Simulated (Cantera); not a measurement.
A closed system holds: 1 mol CuF2, 0.023 mol HF, 20 mol N2, held at 925 K and 76.0 mbar.

Method: chemical equilibrium by Gibbs-energy minimisation in Cantera with the NASA 1993 tables (ideal gas, pure condensed phases). Candidate condensed phases: Cu, CuF2; 25 gas species. Kinetics and transport are ignored.

Base state: N2 0.999, HF 0.00115, CuF2 1.33e-5 (mole fractions); condensed: CuF2(s).

Q: What changes in the equilibrium state with this change: temperature from 925 K to 1925 K?

A: 
```
species        before    after
------------  -------  -------
N2              0.999    0.928
F             7.03e-9   0.0248
CuF           7.03e-9   0.0248
CuF2          1.33e-5   0.0216
HF            0.00115  0.00107
CuF2(s), mol    1.000        0
```
